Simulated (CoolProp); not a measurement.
Vapour pressure (kPa) of n-butane: the reference equation beside estimates from Tc = 152.0 °C, pc = 3796 kPa, ω = 0.201. Clausius-Clapeyron is anchored at -63.15 °C with a constant enthalpy of vaporisation of 25.35 kJ/mol.

Model: reference Helmholtz-energy equation of state, Bücker 2006, in CoolProp.

| T (°C) | reference | Lee-Kesler | Clausius-Clapeyron | van der Waals |
|---|---|---|---|---|
| -81.35 | 0.9931 | 0.9207 | 1.019 | 50.82 |
| -63.15 | 4.043 | 3.793 | 4.043 | 97.12 |
| -45.05 | 12.66 | 12.07 | 12.79 | 167.6 |
| -26.85 | 32.89 | 31.85 | 34.36 | 268.6 |
| -8.75 | 73.21 | 71.92 | 80.18 | 404.5 |
| 9.45 | 145.6 | 144.7 | 168.5 | 581.5 |
| 27.55 | 263.2 | 263.5 | 322.6 | 802.2 |
| 45.75 | 443.0 | 445.4 | 575.5 | 1073 |
| 63.85 | 700.5 | 705.1 | 961.7 | 1395 |
| 82.05 | 1057 | 1064 | 1529 | 1774 |

Absolute difference from the reference over all 10 rows, mean and median: Lee-Kesler 2.6 and 1.2 %, Clausius-Clapeyron 16.8 and 12.6 %, van der Waals 1052.6 and 376.0 %.
